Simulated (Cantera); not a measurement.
Feed: 1 mol BN, 91 mol H2, 1.8 mol N2, equilibrated at 1525 K and 0.100 bar.

Equilibrium computed with Cantera from the NASA thermochemical tables; the gas is ideal and each condensed phase is pure. Candidate condensed phases: B, BN; 15 gas species. Kinetics and transport are ignored.

Base state: H2 0.981, N2 0.0194, H 7.41e-5 (mole fractions); condensed: BN(s).

### Question
What changes in the equilibrium state with this change: temperature from 1525 K to 1998.15 K?

### Answer
```csv
species,before,after
H2,0.981,0.975
N2,0.0194,0.0194
H,7.41e-5,0.00502
BH2,2.91e-8,0.000110
"BN(s), mol",1.000,0.989
```
The tables' values for BH2 are old estimates; treat these amounts as uncertain.
